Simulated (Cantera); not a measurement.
A Cantera script and what it prints.

```python
import numpy as np
import cantera as ct

gas_names = """
    H HO2 H2 H2O H2O2 O OH O2 O3 Si SiH SiH2 SiH3 SiH4 SiO SiO2 Si2 Si3
""".split()
cond_names = """
    H2O(s) H2O(L) Si(cr) Si(L) SiO2(Lqz) SiO2(hqz) SiO2(L)
""".split()


# ... load() reads the species with a 1 bar reference pressure and builds the phases ...
atoms = {
    'SiO2': {'Si': 1, 'O': 2},
    'Si': {'Si': 1},
    'H2': {'H': 2},
}
top_T = {}  # K; cautious upper limits of use, not melting points


# ... equilibrate(T, P, feed) seeds the gas with the atoms and calls Mixture.equilibrate('TP', solver="vcs", rtol=1e-11, max_steps=5000) ...
results = []
feed = {'SiO2': 1, 'Si': 0.2, 'H2': 0.96}  # mol
T = 1623  # K
for P in [1, 4.6, 22, 100, 460, 2200, 10000, 46000, 220000, 1000000]:
    mix = equilibrate(T, P, feed)
    results.append((T, P, feed, dict(zip(mix.species_names, mix.species_moles))))

top = {s: max(r[3][s] / sum(r[3][g] for g in gas_names) for r in results) for s in gas_names}
cols = sorted((s for s in top if top[s] > 1e-06), key=lambda s: -top[s])[:6]
seen = [c for c in cond_names if any(r[3].get(c, 0) > 1e-12 for r in results)]
print("log10 of partial pressures in bar; condensed amounts in mol")
print(f"{'P/Pa':>10s}" + "".join(f"{s[:9]:>10s}" for s in cols + seen))
for T, P, feed, n in results:
    ng = sum(n[g] for g in gas_names)
    print(f"{P:10.4g}" + "".join(f"{np.log10(max(n[s] / ng * P / 1e5, 1e-99)):10.3f}" for s in cols)
          + "".join(f"{n.get(c, 0):10.4g}" for c in seen))
```

Result:

```
log10 of partial pressures in bar; condensed amounts in mol
      P/Pa        H2       SiO         H       H2O      SiH4        OH    Si(cr) SiO2(hqz)
         1    -5.172    -5.525    -6.746    -6.989   -22.543    -9.941         0    0.7857
       4.6    -4.495    -4.868    -6.408    -6.969   -19.877   -10.260         0    0.7968
        22    -3.811    -4.189    -6.066    -6.964   -17.151   -10.596         0    0.7993
       100    -3.152    -3.532    -5.737    -6.962   -14.518   -10.925         0    0.7999
       460    -2.489    -2.869    -5.405    -6.962   -11.865   -11.256         0       0.8
      2200    -1.747    -2.389    -5.034    -6.700    -9.421   -11.365   0.09055    0.8906
     1e+04    -1.018    -2.389    -4.670    -5.971    -7.964   -11.000    0.1796    0.9796
   4.6e+04    -0.341    -2.389    -4.331    -5.294    -6.610   -10.662    0.1957    0.9957
   2.2e+05     0.342    -2.389    -3.990    -4.611    -5.244   -10.320    0.1991    0.9991
     1e+06     1.000    -2.389    -3.661    -3.953    -3.928    -9.991    0.1998    0.9998
```

These are equilibrium values from Cantera (NASA tables, ideal gas, pure condensed phases), not measurements of a reactor. Mutual solubility and eutectic melting of coexisting phases are not modelled. The tables hold silica as quartz up to 1696 K and as liquid above; real silica turns to tridymite and cristobalite and melts near 1996 K. Gases not in the tables: Si2H6 and higher silanes.
